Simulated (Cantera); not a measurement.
Input: 1 mol SiCl4, 0.71 mol HCl, 5.1 mol H2, equilibrated at 352 °C and 13300 Pa.

These are equilibrium values from Cantera (NASA tables, ideal gas, pure condensed phases), not measurements of a reactor. Candidate condensed phases: Si; 19 gas species. Rates play no part.

Base state: H2 0.749, SiCl4 0.147, HCl 0.104, SiHCl3 5.09e-5 (mole fractions); condensed: gas only.

Q: What changes in the equilibrium state with this change: temperature from 352 °C to 700 °C?

A: 
```csv
species,before,after
H2,0.749,0.743
SiCl4,0.147,0.141
HCl,0.104,0.110
SiCl3,1.21e-9,0.000208
SiH2Cl2,<1e-9,2.13e-5
```
The tables' values for SiCl3 are old estimates; treat these amounts as uncertain.
